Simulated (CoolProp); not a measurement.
Carbon dioxide along the isotherm 221.6 K: density (kg/m³) from the reference equation and from simpler models built on Tc = 304.1 K, pc = 7377 kPa, ω = 0.224; each cubic takes its own stable root.

Model: reference Helmholtz-energy equation of state, Span 1996, in CoolProp.

```csv
p (kPa),phase,reference
11.7,gas,0.2799
17.1,gas,0.4094
25.1,gas,0.6015
36.9,gas,0.8857
54.1,gas,1.302
79.5,gas,1.919
117,gas,2.839
171,gas,4.181
251,gas,6.208
369,gas,9.290
541,gas,14.00
795,liquid,1161
1170,liquid,1161
1710,liquid,1163
2510,liquid,1165
3690,liquid,1167
```

Question: How far does each simpler model (van der Waals, Redlich-Kwong, Peng-Robinson) lie from the reference over these 16 states: mean and median of the absolute difference, and the worst?

Answer: 
- van der Waals: mean 23.5 %, median 1.1 %, worst -98.2 % at 221.6 K and 795 kPa
- Redlich-Kwong: mean 9.2 %, median 0.5 %, worst -98.2 % at 221.6 K and 795 kPa
- Peng-Robinson: mean 1.4 %, median 0.1 %, worst +4.5 % at 221.6 K and 3690 kPa

At some of these states van der Waals, Redlich-Kwong gives the other phase, because its saturation line lies elsewhere.
